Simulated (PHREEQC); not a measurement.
0.029 g of hydrous ferric oxide (600 m²/g; 0.2 weak and 0.005 strong sites per Fe, Dzombak-Morel constants, diffuse double layer) in 1 kg of water with 0.01 mol/kgw of an inert sodium salt and 2.3e-05 mol/kgw ZnSO4, at 25 °C; the pH is set by adding NaOH or the inert anion's acid. Oxygen alone is held at its pressure in air (log pO2 = -0.68). CO2 from the air is kept out. Precipitation was switched off in this run.

All values are PHREEQC results (ion-association model, wateq4f.dat), not measurements.

Predict S sorbed (%) at pH = 4.67, 5.33, 8.67.


```csv
pH,S sorbed (%)
4.67,72.9
5.33,50.5
8.67,0.0
```
